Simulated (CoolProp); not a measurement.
Vapour-liquid equilibrium of CH2F2 (R32) (1) + R143a (2) at 0.802 bar; x and y are mole fractions of (1).

Computed with CoolProp (multi-fluid Helmholtz-energy mixture model, Tillner-Roth 1997 and Lemmon and Jacobsen 2000; pair parameters Bell 2016).

```tsv
x	bubble temperature (°C)	y at the bubble point	dew temperature at overall composition x (°C)	liquid density (mol/L)
0.05	-52.8	0.084	-52.5	14.35
0.125	-53.8	0.193	-53.2	14.85
0.2	-54.6	0.284	-53.9	15.38
0.275	-55.3	0.364	-54.6	15.93
0.35	-55.8	0.433	-55.2	16.51
0.425	-56.2	0.497	-55.7	17.13
0.5	-56.5	0.556	-56.2	17.79
0.575	-56.7	0.612	-56.6	18.49
0.65	-56.9	0.668	-56.8	19.25
0.725	-56.9	0.726	-56.9	20.05
0.8	-56.9	0.788	-56.8	20.92
0.875	-56.7	0.857	-56.7	21.85
0.95	-56.4	0.937	-56.4	22.84
```

y crosses x between x = 0.725 and 0.8: the model has an azeotrope there.

Pair parameters are fitted to limited data, so mixtures are less certain than the pure fluids.
